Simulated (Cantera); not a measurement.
An isothermal, constant-pressure homogeneous reactor starts with 3.55 % H₂, 96.0 % O₂, 0.403 % H₂O, equivalence ratio 0.018, at 1150 K and 270 Pa.

Model: the H2/O2 subset of GRI-Mech 3.0, which has no nitrogen chemistry, integrated in Cantera. Radical loss at walls, strong at low pressure, is not modelled. The temperature is held fixed by assumption; the heat of reaction is taken as removed at once.

x: mole fraction; the columns are a selection and need not sum to one.

| t (s) | x H₂ | x O₂ | x H₂O | x H | x H₂O₂ |
|---|---|---|---|---|---|
| 4.00e-5 | 0.0355 | 0.960 | 0.00403 | 8.82e-11 | <1e-12 |
| 0.000187 | 0.0355 | 0.960 | 0.00403 | 3.36e-10 | <1e-12 |
| 0.000875 | 0.0355 | 0.960 | 0.00403 | (withheld) | <1e-12 |
| 0.00409 | 0.0355 | 0.960 | 0.00403 | (withheld) | 7.30e-12 |
| 0.0191 | 0.0124 | 0.943 | 0.0221 | (withheld) | 5.72e-8 |
| 0.0894 | 0.000479 | 0.933 | 0.0356 | (withheld) | 1.42e-8 |
| 0.418 | 0.000354 | 0.941 | 0.0370 | (withheld) | 1.48e-8 |
| 1.96 | 0.000114 | 0.954 | 0.0392 | (withheld) | 1.44e-8 |
| 9.15 | 1.05e-5 | 0.959 | 0.0401 | (withheld) | 8.06e-9 |
| 42.8 | 7.16e-7 | 0.960 | 0.0402 | (withheld) | 2.12e-9 |
| 200 | 7.16e-8 | 0.960 | 0.0403 | (withheld) | 4.06e-10 |

Task: Complete the blanks.

Result: 
- 0.000875, x H: 1.22e-9
- 0.00409, x H: 3.01e-8
- 0.0191, x H: 0.00576
- 0.0894, x H: 0.00481
- 0.418, x H: 0.00295
- 1.96, x H: 0.000511
- 9.15, x H: 1.42e-5
- 42.8, x H: 2.53e-7
- 200, x H: 8.05e-9
